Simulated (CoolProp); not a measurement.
Properties of CHF3 (R23) along the isobar 240 bar.

The numbers come from the reference Helmholtz-energy equation of state, Penoncello 2003 in CoolProp.

```csv
T (K),phase,density (kg/m³),Joule-Thomson coefficient (K/MPa),isothermal compressibility (1/MPa),viscosity (µPa s),fugacity coefficient
277.9,liquid,1198,-0.06985,0.004231,139,(withheld)
291.1,liquid,1146,0.008265,0.005282,123,(withheld)
304.3,supercritical,(withheld),0.1017,(withheld),109,0.2416
317.5,supercritical,1037,0.2122,0.008390,96.9,0.2910
330.7,supercritical,979.5,0.3410,0.01060,86.4,0.3421
343.9,supercritical,921.2,0.4876,0.01331,77.2,(withheld)
357.1,supercritical,862.6,0.6484,0.01649,(withheld),0.4453
370.3,supercritical,(withheld),0.8149,0.02000,62.5,0.4953
383.5,supercritical,749.6,0.9742,0.02357,56.9,0.5432
396.7,supercritical,697.8,(withheld),0.02687,52.3,0.5885
409.9,supercritical,650.4,1.218,0.02967,48.6,0.6308
```

Problem. Some entries are withheld; supply them.

Solution. 
- 277.9, fugacity coefficient: 0.1527
- 291.1, fugacity coefficient: 0.1952
- 304.3, density (kg/m³): 1092
- 304.3, isothermal compressibility (1/MPa): 0.006642
- 343.9, fugacity coefficient: 0.3939
- 357.1, viscosity (µPa s): 69.3
- 370.3, density (kg/m³): 805.0
- 396.7, Joule-Thomson coefficient (K/MPa): 1.112

Viscosity comes from a separate model (Shan 2000).
